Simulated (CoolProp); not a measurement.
Saturated liquid density (kg/m³) of the fluoroketone C6F12O (FK-5-1-12): the reference equation beside estimates from Tc = 441.8 K, pc = 1.869 MPa, ω = 0.471. Rackett uses Z = 0.29056 − 0.08775 ω.

The numbers come from the reference Helmholtz-energy equation of state, McLinden 2015 in CoolProp.

| T (K) | reference | Rackett | van der Waals | Redlich-Kwong | Soave-Redlich-Kwong | Peng-Robinson |
|---|---|---|---|---|---|---|
| 286.1 | 1638 | 1810 | 957.8 | 1401 | 1496 | 1688 |
| 290.2 | 1626 | 1796 | 951.0 | 1389 | 1485 | 1677 |
| 294.3 | 1614 | 1781 | 944.1 | 1377 | 1474 | 1665 |
| 298.3 | 1602 | 1767 | 937.2 | 1365 | 1463 | 1653 |
| 302.4 | 1589 | 1753 | 930.1 | 1352 | 1452 | 1641 |
| 306.4 | 1577 | 1738 | 923.0 | 1340 | 1440 | 1628 |
| 310.5 | 1564 | 1723 | 915.6 | 1327 | 1428 | 1615 |
| 314.6 | 1551 | 1708 | 908.1 | 1313 | 1416 | 1601 |
| 318.6 | 1539 | 1693 | 900.6 | 1300 | 1403 | 1588 |
| 322.7 | 1525 | 1677 | 892.8 | 1286 | 1390 | 1573 |
| 326.8 | 1512 | 1661 | 884.8 | 1272 | 1376 | 1558 |
| 330.8 | 1498 | 1646 | 876.9 | 1258 | 1362 | 1543 |
| 334.9 | 1484 | 1629 | 868.6 | 1243 | 1348 | 1527 |
| 339 | 1470 | 1613 | 860.1 | 1228 | 1333 | 1511 |

Absolute difference from the reference over all 14 rows, mean and median: Rackett 10.1 and 10.1 %, van der Waals 41.5 and 41.5 %, Redlich-Kwong 15.3 and 15.2 %, Soave-Redlich-Kwong 8.8 and 8.7 %, Peng-Robinson 3.1 and 3.2 %.
